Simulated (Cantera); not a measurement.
Feed: 1 mol CH2F2, 0.14 mol CH4, at 750 Torr.

These are equilibrium values from Cantera (NASA tables, ideal gas, pure condensed phases), not measurements of a reactor. Candidate condensed phases: C, C6H6, C7H8, C8H18; 95 gas species. Kinetics and transport are ignored.

Question: At 2650 K, list the 5 most abundant gas species with their mole fractions, and the condensed phases.

Answer: HF 0.870, H2 0.112, H 0.0157, C2H2 (acetylene) 0.00220, F 0.000368. Condensed: C(graphite).
